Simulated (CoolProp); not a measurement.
A single-stage vapour-compression cycle with R1233zd(E): evaporating at 326.15 K (dew point), condensing at 386.15 K (bubble point), superheat 5 K, subcooling 2 K, compressor efficiency 0.65, no pressure losses. Each further row changes one setting.

Values from CoolProp's reference Helmholtz-energy equation of state, Akasaka 2022.

```json
[
 {"case": "as stated", "cooling COP": "2.44", "pressure ratio": "4.28", "discharge temperature (K)": "395.7", "refrigerating effect (kJ/kg)": "102", "volumetric capacity (kJ/m³)": "1710"},
 {"case": "evaporating temperature 331.15 K", "cooling COP": "2.79", "pressure ratio": "3.71", "discharge temperature (K)": "395.1", "refrigerating effect (kJ/kg)": "106", "volumetric capacity (kJ/m³)": "2030"},
 {"case": "condensing temperature 381.15 K", "cooling COP": "2.79", "pressure ratio": "3.86", "discharge temperature (K)": "390.6", "refrigerating effect (kJ/kg)": "110", "volumetric capacity (kJ/m³)": "1830"},
 {"case": "subcooling 7 K", "cooling COP": "2.61", "pressure ratio": "4.28", "discharge temperature (K)": "395.7", "refrigerating effect (kJ/kg)": "110", "volumetric capacity (kJ/m³)": "1830"},
 {"case": "superheat 15 K", "cooling COP": "2.52", "pressure ratio": "4.28", "discharge temperature (K)": "405.7", "refrigerating effect (kJ/kg)": "111", "volumetric capacity (kJ/m³)": "1790"},
 {"case": "compressor efficiency 0.55", "cooling COP": "2.06", "pressure ratio": "4.28", "discharge temperature (K)": "402.6", "refrigerating effect (kJ/kg)": "102", "volumetric capacity (kJ/m³)": "1710"}
]
```
